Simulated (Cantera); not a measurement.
Feed: 1 mol Si₃N₄, 110 mol H₂, at 0.790 bar.

These are equilibrium values from Cantera (NASA tables, ideal gas, pure condensed phases), not measurements of a reactor. Candidate condensed phases: Si, Si₃N₄; 18 gas species. Mutual solubility and eutectic melting of coexisting phases are not modelled. Gases not in the tables: Si₂H₆ and higher silanes. Rates play no part.

x: gas mole fraction; n: condensed amount in mol.

| T (°C) | x H₂ | x N₂ | x H | x SiH₂ | x Si | x SiH | x Si₂N | n Si₃N₄(s) | n Si(s) | n Si(l) |
|---|---|---|---|---|---|---|---|---|---|---|
| 802 | 1.00 | 1.28e-8 | 1.65e-8 | 7.89e-11 | <1e-12 | <1e-12 | <1e-12 | 1.000 | 0 | 0 |
| 902 | 1.00 | 8.52e-8 | 1.38e-7 | 2.36e-9 | <1e-12 | (withheld) | <1e-12 | 1.000 | 0 | 0 |
| 1002 | 1.000 | 3.61e-7 | 8.29e-7 | 4.57e-8 | 2.26e-11 | (withheld) | <1e-12 | 1.000 | 0 | 0 |
| 1102 | 1.000 | 4.08e-6 | 3.86e-6 | 2.58e-7 | 5.20e-10 | (withheld) | 2.73e-12 | 1.000 | 0.000580 | 0 |
| 1202 | 1.000 | 3.64e-5 | 1.46e-5 | 1.08e-6 | 7.28e-9 | (withheld) | 8.14e-11 | 0.998 | 0.00582 | 0 |
| 1302 | 1.000 | 0.000244 | 4.67e-5 | 3.76e-6 | 7.27e-8 | (withheld) | 1.56e-9 | 0.987 | 0.0398 | 0 |
| 1402 | 0.999 | 0.00130 | 0.000131 | 1.12e-5 | 5.49e-7 | (withheld) | 2.09e-8 | 0.928 | 0.213 | 0 |
| 1502 | 0.992 | 0.00737 | 0.000324 | 2.48e-5 | 2.78e-6 | (withheld) | 1.67e-7 | 0.592 | 0 | 1.22 |
| 1602 | 0.981 | 0.0178 | 0.000731 | 4.88e-5 | 1.15e-5 | (withheld) | 7.24e-7 | 0 | 0 | 2.99 |
| 1702 | 0.980 | 0.0178 | 0.00152 | 9.01e-5 | 4.09e-5 | (withheld) | 1.81e-6 | 0 | 0 | 2.98 |
| 1802 | 0.979 | 0.0178 | 0.00296 | 0.000157 | 0.000129 | (withheld) | 4.11e-6 | 0 | 0 | 2.96 |

Question: What belongs in the gaps?

Answer: 
- 902, x SiH: 3.54e-12
- 1002, x SiH: 1.92e-10
- 1102, x SiH: 2.60e-9
- 1202, x SiH: 2.31e-8
- 1302, x SiH: 1.54e-7
- 1402, x SiH: 8.19e-7
- 1502, x SiH: 3.02e-6
- 1602, x SiH: 9.36e-6
- 1702, x SiH: 2.59e-5
- 1802, x SiH: 6.49e-5
